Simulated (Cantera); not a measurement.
Feed: 1 mol SiH4, a varied amount of N2, 0.12 mol NH3, at 1625 K and 0.0133 bar.

Cantera equilibrium calculation (NASA polynomials, part measured and part estimated; ideal gas, pure solids and liquids). Candidate condensed phases: Si, Si3N4; 18 gas species. Kinetics and transport are ignored.

Task: At 5.3 mol N2, list the 3 most abundant gas species with their mole fractions, and the condensed phases.

Result: N2 0.683, H2 0.317, H 0.000344. Condensed: Si3N4(s).
